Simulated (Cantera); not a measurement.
A perfectly stirred reactor is fed with C3H8 : H2 = 1 : 5.4 (molar parts), at 1.30 bar; it is held at 1475 K, and followed from long to short residence time.

Detailed kinetics in Cantera: GRI-Mech 3.0 (53 species, 325 reactions). GRI-Mech 3.0 was tuned for natural gas; its chemistry of propane as a main component is partial and can be far from experiment. GRI-Mech 3.0 stops at C3 and has no aromatics, soot or wall deposition, so with more carbon than oxygen in the feed, carbon stays in small species such as C2H2 where larger ones or solid carbon would form.

x: mole fraction; the columns are a selection and need not sum to one.

```json
[
 {"τ (s)": "0.83", "x C3H8": "[?]", "x H2": "0.722", "x C2H": "2.48e-9", "x CH3": "6.94e-5", "x CH4": "0.172"},
 {"τ (s)": "0.45", "x C3H8": "[?]", "x H2": "0.730", "x C2H": "2.96e-9", "x CH3": "7.50e-5", "x CH4": "0.160"},
 {"τ (s)": "0.25", "x C3H8": "[?]", "x H2": "0.736", "x C2H": "3.55e-9", "x CH3": "8.28e-5", "x CH4": "0.150"},
 {"τ (s)": "0.13", "x C3H8": "[?]", "x H2": "0.741", "x C2H": "4.34e-9", "x CH3": "9.50e-5", "x CH4": "0.142"},
 {"τ (s)": "0.073", "x C3H8": "[?]", "x H2": "0.744", "x C2H": "5.15e-9", "x CH3": "0.000110", "x CH4": "0.137"},
 {"τ (s)": "0.040", "x C3H8": "[?]", "x H2": "0.746", "x C2H": "6.05e-9", "x CH3": "0.000130", "x CH4": "0.133"},
 {"τ (s)": "0.022", "x C3H8": "[?]", "x H2": "0.746", "x C2H": "6.97e-9", "x CH3": "0.000157", "x CH4": "0.132"},
 {"τ (s)": "0.012", "x C3H8": "[?]", "x H2": "0.746", "x C2H": "7.82e-9", "x CH3": "0.000192", "x CH4": "0.131"},
 {"τ (s)": "0.0064", "x C3H8": "[?]", "x H2": "0.744", "x C2H": "8.49e-9", "x CH3": "0.000239", "x CH4": "0.131"},
 {"τ (s)": "0.0035", "x C3H8": "[?]", "x H2": "0.743", "x C2H": "8.75e-9", "x CH3": "0.000297", "x CH4": "0.131"}
]
```

Complete the blanks.


- 0.83, x C3H8: 3.53e-5
- 0.45, x C3H8: 5.93e-5
- 0.25, x C3H8: 9.63e-5
- 0.13, x C3H8: 0.000163
- 0.073, x C3H8: 0.000258
- 0.040, x C3H8: 0.000415
- 0.022, x C3H8: 0.000660
- 0.012, x C3H8: 0.00106
- 0.0064, x C3H8: 0.00171
- 0.0035, x C3H8: 0.00273
